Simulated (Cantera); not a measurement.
A perfectly stirred reactor is fed with 19.5 % CO, 3.12 % H2, 1.03 % CH4, 11.1 % O2, 41.9 % N2, 23.4 % H2O, equivalence ratio 1.2, at 4.93 atm; it is adiabatic with a 550 K inlet, and is followed from long to short residence time, starting on the burning branch (τ in s: 0.036, 0.018, 0.0093, 0.0047, 0.0024, 0.0012, 0.00061, 0.00031, 0.00016, 7.9e-05, 4e-05, 2e-05, 1e-05).

Computed with Cantera and GRI-Mech 3.0 (53 species, 325 reactions).

Predict: blow-out, bracketed by the residence times tried; x(CO) at τ = 36.0 ms; x(H2) at τ = 36.0 ms; x(CH4) at τ = 36.0 ms; x(H) at τ = 36.0 ms; x(CH2O) at τ = 36.0 ms; x(CO) at τ = 0.610 ms; x(H2) at τ = 0.610 ms; x(CH4) at τ = 0.610 ms; x(H) at τ = 0.610 ms; x(CH2O) at τ = 0.610 ms.


| Property | Result |
|---|---|
| blow-out, bracketed by the residence times tried | burning at 40.0 µs, out at 20.0 µs |
| x(CO) at τ = 36.0 ms | 0.0378 |
| x(H2) at τ = 36.0 ms | 0.0121 |
| x(CH4) at τ = 36.0 ms | 2.31e-6 |
| x(H) at τ = 36.0 ms | 0.000351 |
| x(CH2O) at τ = 36.0 ms | 1.78e-7 |
| x(CO) at τ = 0.610 ms | 0.0450 |
| x(H2) at τ = 0.610 ms | 0.0142 |
| x(CH4) at τ = 0.610 ms | 1.69e-5 |
| x(H) at τ = 0.610 ms | 0.00172 |
| x(CH2O) at τ = 0.610 ms | 2.11e-6 |
